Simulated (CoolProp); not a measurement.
A single-stage vapour-compression cycle with propyne: evaporating at 294.15 K (dew point), condensing at 358.15 K (bubble point), superheat 5 K, subcooling 2 K, compressor efficiency 0.9, no pressure losses. Each further row changes one setting.

Model: reference Helmholtz-energy equation of state, Polt 1992, in CoolProp. This equation is an older, rougher fit; its heat capacities, sound speeds and derivatives of the liquid may be far off and weren't checked against measurements.

```csv
case,cooling COP,pressure ratio,discharge temperature (K),refrigerating effect (kJ/kg),volumetric capacity (kJ/m³)
as stated,3.02,4.80,384.3,313,2890
evaporating temperature 299.15 K,3.40,4.15,382.3,318,3380
condensing temperature 353.15 K,3.40,4.33,378.1,329,3030
subcooling 7 K,3.18,4.80,384.3,329,3040
superheat 15 K,3.04,4.80,394.2,331,2910
compressor efficiency 0.8,2.68,4.80,389.9,313,2890
```
